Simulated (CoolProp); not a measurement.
The fluid at 293.15 K and 0.53 MPa flows at 4.8 m/s in a round tube of 10 mm bore and 45 µm roughness, fully developed (64/Re and Nu = 3.66 if laminar; Colebrook and Gnielinski if turbulent). The same conditions are run with several fluids, on thermodynamics alone (safety and materials aside).

Computed with CoolProp (reference Helmholtz-energy equation of state of each fluid (C3F8 (R218): Lemmon 2006; R22: Kamei 1995; nitrogen: Span 2000; methane: Setzmann 1991)).

```
fluid        Reynolds number  Darcy friction factor  pressure drop (Pa/m)  heat-transfer coefficient (W/(m² K))  mass flow (kg/h)
-----------  ---------------  ---------------------  --------------------  ------------------------------------  ----------------
C3F8 (R218)           190000                 0.0300                  1630                                   796              64.1
R22                    72800                 0.0308                   730                                   294              27.9
nitrogen               16600                 0.0345                   242                                   149              8.28
methane                15200                 0.0349                   141                                   183              4.78
```

Transport values come from each fluid's own correlations; those of C3F8 (R218), R22 are estimates that may be off by 10 % or more.
